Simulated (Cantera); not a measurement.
Feed: 1 mol Al, a varied amount of CO₂, 250 mol N₂, at 1350 K and 780 Pa.

Cantera equilibrium calculation (NASA polynomials, part measured and part estimated; ideal gas, pure solids and liquids). Candidate condensed phases: Al, AlN, Al₂O₃, C; 32 gas species. Mutual solubility and eutectic melting of coexisting phases are not modelled. Kinetics and transport are ignored.

x: gas mole fraction; n: condensed amount in mol.

```json
[
 {"n(CO₂) (mol)": "0.082", "x N₂": "1.000", "x CO₂": "3.54e-10", "x CO": "0.000329", "x NO": "<1e-12", "n AlN(s)": "0.945", "n Al₂O₃(s)": "0.0273"},
 {"n(CO₂) (mol)": "0.18", "x N₂": "0.999", "x CO₂": "7.77e-10", "x CO": "0.000721", "x NO": "<1e-12", "n AlN(s)": "0.880", "n Al₂O₃(s)": "0.0600"},
 {"n(CO₂) (mol)": "0.39", "x N₂": "0.998", "x CO₂": "1.68e-9", "x CO": "0.00156", "x NO": "<1e-12", "n AlN(s)": "0.740", "n Al₂O₃(s)": "0.130"},
 {"n(CO₂) (mol)": "0.84", "x N₂": "0.997", "x CO₂": "3.61e-9", "x CO": "0.00335", "x NO": "<1e-12", "n AlN(s)": "0.440", "n Al₂O₃(s)": "0.280"},
 {"n(CO₂) (mol)": "1.8", "x N₂": "0.993", "x CO₂": "0.00119", "x CO": "0.00596", "x NO": "…", "n AlN(s)": "0", "n Al₂O₃(s)": "0.500"},
 {"n(CO₂) (mol)": "4", "x N₂": "0.984", "x CO₂": "0.00984", "x CO": "0.00591", "x NO": "…", "n AlN(s)": "0", "n Al₂O₃(s)": "0.500"},
 {"n(CO₂) (mol)": "8.6", "x N₂": "0.967", "x CO₂": "0.0275", "x CO": "0.00580", "x NO": "…", "n AlN(s)": "0", "n Al₂O₃(s)": "0.500"}
]
```

Q: Some entries are withheld; supply them.

A: 
- 1.8, x NO: 1.20e-9
- 4, x NO: 1.00e-8
- 8.6, x NO: 2.81e-8
